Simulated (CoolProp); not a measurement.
Saturation properties of R152A.

Values from CoolProp's reference Helmholtz-energy equation of state, Outcalt 1996. It is a modified Benedict-Webb-Rubin equation, recast in Helmholtz form.

| T (K) | p (bar) | liquid density (kg/m³) | vapour density (kg/m³) | vapour viscosity (µPa s) | liquid conductivity (mW/(m K)) |
|---|---|---|---|---|---|
| 294.4 | … | 908.9 | 16.52 | … | 103 |
| 303.9 | … | 884.6 | 21.82 | 11.5 | 98.5 |
| 313.5 | … | 858.7 | 28.55 | 11.9 | 94.4 |
| 323 | 11.73 | 831.2 | … | 12.4 | 90.3 |
| 332.5 | … | 801.5 | 47.41 | 12.9 | 86.3 |
| 342 | 18.39 | 768.8 | 60.72 | 13.5 | 82.3 |
| 351.5 | 22.62 | 732.1 | 77.90 | … | 78.3 |
| 361 | 27.56 | 689.3 | 100.8 | 15.2 | … |
| 370.5 | 33.29 | 636.4 | 133.6 | 16.7 | 70.3 |
| 380.1 | 40.04 | 558.3 | 190.6 | 19.7 | 67.9 |

### Question
Some entries are withheld; supply them.

### Answer

- 294.4, p (bar): 5.329
- 294.4, vapour viscosity (µPa s): 11.1
- 303.9, p (bar): 7.047
- 313.5, p (bar): 9.178
- 323, vapour density (kg/m³): 36.91
- 332.5, p (bar): 14.78
- 351.5, vapour viscosity (µPa s): 14.2
- 361, liquid conductivity (mW/(m K)): 74.2

It boils at 249.1 K under 1 atm.

Viscosity comes from a separate model (Bell 2016), an estimate that may be off by 10 % or more. Thermal conductivity comes from a separate model (Krauss 1996).
